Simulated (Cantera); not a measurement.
Input: 1 mol LiCl, 2.2 mol HCl, 0.35 mol N2, at 0.0563 Torr.

Cantera equilibrium calculation (NASA polynomials, part measured and part estimated; ideal gas, pure solids and liquids). Candidate condensed phases: Li, LiCl, LiH, Li3N, NH4Cl; 19 gas species. Kinetics and transport are ignored.

Task: What share of the Li ends up in condensed phases as a function of T (°C), at 425, 475, 525, 575, 625, 675, 725, 775?

Result: 
```json
[
 {"T (°C)": "425", "Li condensed (%)": "99.9", "as": "LiCl(s)"},
 {"T (°C)": "475", "Li condensed (%)": "98.4", "as": "LiCl(s)"},
 {"T (°C)": "525", "Li condensed (%)": "87.3", "as": "LiCl(s)"},
 {"T (°C)": "575", "Li condensed (%)": "11.3", "as": "LiCl(s)"},
 {"T (°C)": "625", "Li condensed (%)": "0.0", "as": "-"},
 {"T (°C)": "675", "Li condensed (%)": "0.0", "as": "-"},
 {"T (°C)": "725", "Li condensed (%)": "0.0", "as": "-"},
 {"T (°C)": "775", "Li condensed (%)": "0.0", "as": "-"}
]
```
